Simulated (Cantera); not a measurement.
Feed: 1 mol Si, 0.016 mol Cl₂, a varied amount of H₂, 0.064 mol H₂O, held at 1723.15 K and 0.550 bar.

Equilibrium computed with Cantera from the NASA thermochemical tables; the gas is ideal and each condensed phase is pure. Candidate condensed phases: H₂O, Si, SiO₂; 30 gas species. Each liquid is taken as pure. Mutual solubility and eutectic melting of coexisting phases are not modelled. The tables' values for SiCl₃, SiCl are old estimates; treat these amounts as uncertain. The tables hold silica as quartz up to 1696 K and as liquid above; real silica turns to tridymite and cristobalite and melts near 1996 K. Gases not in the tables: Si₂H₆ and higher silanes. Kinetics and transport are ignored.

x: gas mole fraction; n: condensed amount in mol.

| n(H₂) (mol) | x H₂ | x HCl | x SiCl₂ | x SiO | x SiCl₃ | n Si(l) | n SiO₂(condensed) |
|---|---|---|---|---|---|---|---|
| 0.062 | 0.808 | 0.107 | 0.0493 | 0.0306 | 0.00314 | 0.958 | 0.0298 |
| 0.12 | 0.849 | … | … | 0.0306 | 0.00156 | 0.958 | 0.0288 |
| 0.22 | 0.885 | 0.0664 | 0.0172 | 0.0306 | 0.000648 | 0.958 | 0.0273 |
| 0.42 | 0.915 | … | … | 0.0306 | 0.000199 | 0.956 | … |
| 0.79 | 0.937 | 0.0292 | 0.00314 | 0.0306 | 5.04e-5 | 0.951 | 0.0182 |
| 1.5 | 0.951 | 0.0174 | 0.00110 | 0.0306 | 1.04e-5 | 0.941 | 0.00701 |
| 2.8 | 0.968 | 0.0101 | 0.000366 | 0.0217 | 2.01e-6 | 0.935 | 0 |
| 5.3 | 0.982 | 0.00565 | 0.000112 | 0.0117 | 3.41e-7 | 0.935 | 0 |

Q: Some entries are withheld; supply them.

A: 
- 0.42, x HCl: 0.0455
- 0.42, x SiCl₂: 0.00783
- 0.42, n SiO₂(condensed): 0.0241
- 0.12, x HCl: 0.0871
- 0.12, x SiCl₂: 0.0309
